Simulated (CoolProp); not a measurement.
Oxygen along the isotherm -98.85 °C: Z from the reference equation and from simpler models built on Tc = -118.6 °C, pc = 5.046 MPa, ω = 0.022; each cubic takes its own stable root.

Model: reference Helmholtz-energy equation of state, Schmidt 1985, in CoolProp.

```tsv
p (MPa)	phase	reference
0.28	gas	0.9870
0.561	gas	0.9738
0.841	gas	0.9604
1.12	gas	0.9469
1.4	gas	0.9330
1.68	gas	0.9189
1.96	gas	0.9046
2.24	gas	0.8900
2.52	gas	0.8751
```

Question: How far does each simpler model (Redlich-Kwong, Soave-Redlich-Kwong) lie from the reference over these 9 states: mean and median of the absolute difference, and the worst?

Answer: 
- Redlich-Kwong: mean 0.2 %, median 0.2 %, worst -0.3 % at -98.85 °C and 2.52 MPa
- Soave-Redlich-Kwong: mean 0.1 %, median 0.2 %, worst -0.2 % at -98.85 °C and 2.52 MPa
